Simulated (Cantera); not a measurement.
## Abatement and gas-phase synthesis: SF6 + O2 + H2

Charge: 1 mol SF6, 3.4 mol O2, 3.7 mol H2, equilibrated at 0.0100 bar.

Method: chemical equilibrium by Gibbs-energy minimisation in Cantera with the NASA 1993 tables (ideal gas, pure condensed phases). Candidate condensed phases: H2O, H2SO4, S; 43 gas species. Kinetics and transport are ignored.

```json
[
 {"T (°C)": "2675", "x HF": "0.414", "x O": "0.258", "x H": "0.103", "x F": "0.0408", "x O2": "0.0744", "x S": "0.0154", "x SO": "0.0391", "x OH": "0.0238", "x SO2": "0.0211"},
 {"T (°C)": "2725", "x HF": "0.388", "x O": "0.280", "x H": "0.115", "x F": "0.0511", "x O2": "0.0622", "x S": "0.0197", "x SO": "0.0379", "x OH": "0.0214", "x SO2": "0.0153"},
 {"T (°C)": "2775", "x HF": "0.360", "x O": "0.300", "x H": "0.128", "x F": "0.0630", "x O2": "0.0509", "x S": "0.0244", "x SO": "0.0353", "x OH": "0.0190", "x SO2": "0.0105"},
 {"T (°C)": "2825", "x HF": "0.332", "x O": "0.317", "x H": "0.143", "x F": "0.0764", "x O2": "0.0409", "x S": "0.0291", "x SO": "0.0316", "x OH": "0.0167", "x SO2": "0.00699"},
 {"T (°C)": "2875", "x HF": "0.303", "x O": "0.330", "x H": "0.158", "x F": "0.0911", "x O2": "0.0323", "x S": "0.0335", "x SO": "0.0273", "x OH": "0.0146", "x SO2": "0.00445"},
 {"T (°C)": "2925", "x HF": "0.274", "x O": "0.340", "x H": "0.174", "x F": "0.107", "x O2": "0.0252", "x S": "0.0375", "x SO": "0.0228", "x OH": "0.0126", "x SO2": "0.00274"},
 {"T (°C)": "2975", "x HF": "0.245", "x O": "0.346", "x H": "0.190", "x F": "0.123", "x O2": "0.0194", "x S": "0.0409", "x SO": "0.0186", "x OH": "0.0108", "x SO2": "0.00164"},
 {"T (°C)": "3025", "x HF": "0.217", "x O": "0.349", "x H": "0.207", "x F": "0.140", "x O2": "0.0148", "x S": "0.0435", "x SO": "0.0148", "x OH": "0.00921", "x SO2": "0.000962"},
 {"T (°C)": "3075", "x HF": "0.190", "x O": "0.350", "x H": "0.224", "x F": "0.157", "x O2": "0.0112", "x S": "0.0454", "x SO": "0.0115", "x OH": "0.00780", "x SO2": "0.000556"},
 {"T (°C)": "3125", "x HF": "0.164", "x O": "0.349", "x H": "0.240", "x F": "0.173", "x O2": "0.00851", "x S": "0.0467", "x SO": "0.00892", "x OH": "0.00657", "x SO2": "0.000319"},
 {"T (°C)": "3175", "x HF": "0.140", "x O": "0.347", "x H": "0.255", "x F": "0.189", "x O2": "0.00646", "x S": "0.0475", "x SO": "0.00685", "x OH": "0.00551", "x SO2": "0.000183"},
 {"T (°C)": "3225", "x HF": "0.118", "x O": "0.344", "x H": "0.269", "x F": "0.203", "x O2": "0.00492", "x S": "0.0480", "x SO": "0.00525", "x OH": "0.00460", "x SO2": "0.000105"}
]
```
x: gas mole fraction; nothing condenses.

From 2675 °C to 3225 °C nothing is condensed.
